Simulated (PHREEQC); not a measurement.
Solution (27 °C and 10 atm): 0.61 mol NaBr, 0.12 mol Na2B4O7 and 0.92 mol KBr per kg of water. Closed to the air; pH follows from the charge balance.

Model: Pitzer model, pitzer.dat, run in PHREEQC.

No solid was allowed to form.

Problem. Estimate the pH.

Solution. pH 9.19.

Problem. In which forms is B present?

Solution. B4O5(OH)4-2 53 %, B(OH)4- 19 %, B3O3(OH)4- 14 %, B(OH)3 14 % of the B.

Complexes and solids missing from the database can't appear. In brines, pH and single-ion activities rest on the MacInnes convention.
